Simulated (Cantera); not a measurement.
Feed: 1 mol Cr, 0.54 mol N₂, held at 1900 K.

These are equilibrium values from Cantera (NASA tables, ideal gas, pure condensed phases), not measurements of a reactor. Candidate condensed phases: Cr, CrN, Cr₂N; 4 gas species. Rates play no part.

x: gas mole fraction; n: condensed amount in mol.

```tsv
P (Pa)	x N₂	x Cr	x N	x CrN	n Cr(s)	n Cr₂N(s)
0.100	0.351	0.649	1.17e-7	2.83e-9	0	0
0.600	0.351	0.649	4.78e-8	6.93e-9	0	0
3.60	0.351	0.649	1.95e-8	1.70e-8	0	0
22	0.351	0.649	7.89e-9	4.20e-8	0	0
130	(withheld)	(withheld)	(withheld)	(withheld)	(withheld)	0
770	0.955	0.0454	2.20e-9	2.86e-8	0.974	0
4600	0.992	(withheld)	(withheld)	(withheld)	0.996	0
28000	0.999	0.00125	3.73e-10	4.86e-9	0.999	0
170000	1.000	0.000206	1.52e-10	1.97e-9	1.000	0
1000000	1.000	2.45e-5	6.25e-11	5.69e-10	0	0.500
```

### Question
Some entries are withheld; supply them.

### Answer

- 130, x N₂: 0.731
- 130, x Cr: 0.269
- 130, x N: 4.68e-9
- 130, x CrN: 6.10e-8
- 130, n Cr(s): 0.801
- 4600, x Cr: 0.00760
- 4600, x N: 9.18e-10
- 4600, x CrN: 1.19e-8
